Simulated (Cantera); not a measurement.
A Cantera script and what it prints.

```python
import numpy as np
import cantera as ct

gas_names = """
    Br Br2 H HBr HNO HNO2 HNO3 HO2 H2 H2O H2O2 Mg MgBr MgBr2 MgH MgN MgO MgOH MgO2H2 Mg2 N NH NH2 NH3
    NH2OH NO NO2 NO3 N2 N2H2 N2H4 N2O O OH O2 O3
""".split()
cond_names = """
    Br2(cr) Br2(L) H2O(s) H2O(L) Mg(cr) Mg(L) MgBr2(s) MgBr2(L) MgO(s) MgO(L) MgO2H2(s)
""".split()


# ... load() reads the species with a 1 bar reference pressure and builds the phases ...
atoms = {
    'MgO': {'Mg': 1, 'O': 1},
    'HBr': {'H': 1, 'Br': 1},
    'N2': {'N': 2},
}
top_T = {}  # K; cautious upper limits of use, not melting points


# ... equilibrate(T, P, feed) seeds the gas with the atoms and calls Mixture.equilibrate('TP', solver="vcs", rtol=1e-11, max_steps=5000) ...
results = []
feed = {'MgO': 1, 'HBr': 1.3, 'N2': 14}  # mol
T = 1375  # K
for P in [1, 10, 100, 1000, 10000, 100000]:
    mix = equilibrate(T, P, feed)
    results.append((T, P, feed, dict(zip(mix.species_names, mix.species_moles))))
    x = sorted(zip(gas.X, gas.species_names), reverse=True)
    print(f"T = {T:g} K  P = {P:g} Pa  gas = {mix.phase_moles(0):.4g} mol")
    print("   x: " + "  ".join(f"{s} {v:.3e}" for v, s in x if v > 1e-05))
    print("   condensed (mol): " + ("  ".join(f"{mix.phase(i).name} {mix.phase_moles(i):.4g}"
          for i in range(1, mix.n_phases) if mix.phase_moles(i) > 1e-12) or "none"))
```

It prints:

```
T = 1375 K  P = 1 Pa  gas = 15.63 mol
   x: N2 8.958e-01  Br 4.187e-02  HBr 3.313e-02  H2 2.082e-02  H2O 4.128e-03  MgBr2 4.067e-03  H 1.563e-04  MgBr 4.671e-05  Mg 1.473e-05
   condensed (mol): MgO(s) 0.9355
T = 1375 K  P = 10 Pa  gas = 15.49 mol
   x: N2 9.037e-01  HBr 4.749e-02  Br 2.468e-02  H2 1.232e-02  H2O 5.879e-03  MgBr2 5.867e-03  H 3.803e-05  MgBr 1.143e-05
   condensed (mol): MgO(s) 0.9089
T = 1375 K  P = 100 Pa  gas = 15.4 mol
   x: N2 9.091e-01  HBr 5.727e-02  Br 1.297e-02  H2O 7.084e-03  MgBr2 7.082e-03  H2 6.486e-03
   condensed (mol): MgO(s) 0.8909
T = 1375 K  P = 1000 Pa  gas = 15.35 mol
   x: N2 9.121e-01  HBr 6.275e-02  H2O 7.761e-03  MgBr2 7.761e-03  Br 6.386e-03  H2 3.211e-03  Br2 1.940e-05
   condensed (mol): MgO(s) 0.8809
T = 1375 K  P = 10000 Pa  gas = 15.32 mol
   x: N2 9.136e-01  HBr 6.552e-02  H2O 8.103e-03  MgBr2 8.103e-03  Br 3.028e-03  H2 1.557e-03  Br2 4.360e-05
   condensed (mol): MgO(s) 0.8758
T = 1375 K  P = 100000 Pa  gas = 15.31 mol
   x: N2 9.144e-01  HBr 6.682e-02  H2O 8.264e-03  MgBr2 8.264e-03  Br 1.380e-03  H2 7.802e-04  Br2 9.051e-05
   condensed (mol): MgO(s) 0.8735
```

Cantera equilibrium calculation (NASA polynomials, part measured and part estimated; ideal gas, pure solids and liquids).
